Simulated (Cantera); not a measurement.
Feed: 1 mol FeS2, 1.7 mol H2S, 1.3 mol CO2, at 1550 K and 8.25 Torr.

Method: chemical equilibrium by Gibbs-energy minimisation in Cantera with the NASA 1993 tables (ideal gas, pure condensed phases). Candidate condensed phases: C, C6H6, C7H8, C8H18, Fe, Fe(CO)5, FeO, Fe(OH)2, Fe(OH)3, FeS, FeSO4, FeS2, Fe2O3, Fe2(SO4)3, Fe3O4, H2O, H2SO4, S; 127 gas species. FeS: taken at fixed stoichiometry. The numbers say what is thermodynamically allowed, not how fast it happens.

Base state: S2 0.284, CO 0.219, H2O 0.183, H2 0.179, CO2 0.0802, H2S 0.0287, SO2 0.0164, SH 0.00442 (mole fractions); condensed: FeS(l).

What changes in the equilibrium state with this change: H2S from 1.7 to 0.6 mol?


```csv
species,before,after
CO,0.219,0.268
S2,0.284,0.245
CO2,0.0802,0.198
H2,0.179,0.0667
SO2,0.0164,0.0619
H2S,0.0287,0.00996
H2O,0.183,0.138
SO,0.00339,0.00636
SH,0.00442,0.00251
S2O,0.000797,0.00139
"FeS(l), mol",1.000,1.000
```

What changes in the equilibrium state with this change: temperature from 1550 K to 1073 K?


```
species        before     after
-----------  --------  --------
H2S            0.0287     0.240
S2              0.284     0.223
CO2            0.0802     0.210
CO              0.219     0.115
SO2            0.0164  0.000349
COS           0.00118    0.0117
H2              0.179    0.0744
H2O             0.183     0.126
H            0.000127   3.64e-8
S            0.000362   1.83e-7
SO            0.00339   7.07e-6
CS2           4.09e-6  0.000155
SH            0.00442  0.000194
FeS(l), mol     1.000         0
FeS(s), mol         0      1.00
```
Gases not in the tables: S3 to S7.

What changes in the equilibrium state with this change: CO2 from 1.3 to 8.8 mol?


| species | before | after |
|---|---|---|
| CO2 | 0.0802 | 0.348 |
| CO | 0.219 | 0.335 |
| S2 | 0.284 | 0.0985 |
| H2 | 0.179 | 0.0328 |
| H2S | 0.0287 | 0.00311 |
| SO2 | 0.0164 | 0.0779 |
| H2O | 0.183 | 0.0956 |
| SH | 0.00442 | 0.00112 |
| H | 0.000127 | 5.44e-5 |
| S | 0.000362 | 0.000214 |
| SO | 0.00339 | 0.00568 |
| COS | 0.00118 | 0.00106 |
| FeS(l), mol | 1.000 | 0 |
| FeO(s), mol | 0 | 1.000 |
The tables' stoichiometric FeO is somewhat more stable than real wüstite, so its field is too wide. FeO: taken at fixed stoichiometry.
